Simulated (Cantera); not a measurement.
Charge: 1 mol C6H6, 4.9 mol H2O, 1.3 mol CO2, held at 1500000 Pa.

Cantera equilibrium calculation (NASA polynomials, part measured and part estimated; ideal gas, pure solids and liquids). Candidate condensed phases: C, C6H6, C7H8, C8H18, H2O; 110 gas species. The numbers say what is thermodynamically allowed, not how fast it happens.

### Question
At 1575 °C, list the 6 most abundant gas species with their mole fractions, and the condensed phases.

### Answer
H2 0.509, CO 0.478, H2O 0.0108, CO2 0.00254, CH4 0.000195, H 9.76e-5. Condensed: gas only.
